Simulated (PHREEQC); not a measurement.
**Ultrapure water in contact with air or piping (model solution)**

A made-up water analysis in mmol/kgw, 25 °C, pH 5.79, pe -0.7: Na 0.00118; K 1.41e-06; Ca 0.00121; Mg 6.44e-05; Cl 0.000869; S(6) 0.000113; Alkalinity (meq/kgw) 0.00274; F 7.98e-07; B 4.54e-05.

Valence states are taken as typed.

Computed with PHREEQC (ion-association model, phreeqc.dat).

Precipitation was switched off in this run.

Q: Estimate the ionic strength, charge-balance error.

A: ionic strength 6.80e-6 mol/kgw; charge-balance error -1.0 %.

Q: In which forms is C present?

A: CO2 78 %, HCO3- 22 % of the C.

Real BF4- forms and hydrolyses slowly; the run takes it at equilibrium.
